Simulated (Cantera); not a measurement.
A closed system holds: 1 mol Si3N4, 0.15 mol CO2, 3.9 mol N2, equilibrated at 2125 K and 0.120 Pa.

These are equilibrium values from Cantera (NASA tables, ideal gas, pure condensed phases), not measurements of a reactor. Candidate condensed phases: C, Si, SiC, SiO2, Si2N2O, Si3N4; 34 gas species. The tables' values for SiN are old estimates; treat these amounts as uncertain. Equilibrium is a limit: real reactors are often held back by kinetics, nucleation or transport.

### Question
What is the equilibrium state?

### Answer
* **x(N2)**: 0.652
* **x(Si)**: 0.315
* **x(SiO)**: 0.0166
* **x(CO)**: 0.0166
* **x(SiN)**: 5.48e-5
* **x(Si2)**: 9.42e-6
* **x(N)**: 3.64e-6
* **gas amount**: 9.050 mol
* **log10 activity of Si(l) (absent)**: -2.66
* **log10 activity of C(graphite) (absent)**: -3.50
